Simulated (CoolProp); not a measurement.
Computed with CoolProp (reference Helmholtz-energy equation of state, Akasaka 2022).

### Question
Give the vapour pressure (bar), liquid density (kg/m³), enthalpy of vaporisation (kJ/kg), vapour Z of saturated R1233zd(E) at 317.3, 347, 353 K.

### Answer
| T (K) | p (bar) | liquid density (kg/m³) | enthalpy of vaporisation (kJ/kg) | vapour Z |
|---|---|---|---|---|
| 317.3 | 2.46 | 1220 | 181 | 0.922 |
| 347 | 5.65 | 1130 | 163 | 0.859 |
| 353 | 6.56 | 1120 | 159 | 0.843 |
